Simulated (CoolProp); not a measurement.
A single-stage vapour-compression cycle with C2F6 (R116): evaporating at 211.15 K (dew point), condensing at 273.15 K (bubble point), superheat 10 K, subcooling 8 K, compressor efficiency 0.65, no pressure losses. Each further row changes one setting.

The numbers come from the reference Helmholtz-energy equation of state, Lemmon 2006 in CoolProp. It is a short technical equation, of lower accuracy than the large ones.

```csv
case,cooling COP,pressure ratio,discharge temperature (K),refrigerating effect (kJ/kg),volumetric capacity (kJ/m³)
as stated,1.40,8.26,296.1,57.2,1030
evaporating temperature 216.15 K,1.63,6.64,294.5,59.8,1320
condensing temperature 268.15 K,1.65,7.22,290.8,63.3,1140
subcooling 13 K,1.55,8.26,296.1,63.4,1140
superheat 20 K,1.47,8.26,306.4,64.0,1090
compressor efficiency 0.55,1.18,8.26,304.1,57.2,1030
```
